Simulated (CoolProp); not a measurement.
n-perfluoropentane at 293.15 K and 0.0474 MPa is throttled through a valve to 0.0291 MPa with no heat exchange. Each further row changes one setting.

Computed with CoolProp (reference Helmholtz-energy equation of state, Gao 2022).

```tsv
case	temperature change (K)	final density (kg/m³)
as stated	-0.4	3.50
outlet pressure 0.00873 MPa	-0.8	1.04
outlet pressure 0.0378 MPa	-0.2	4.57
```
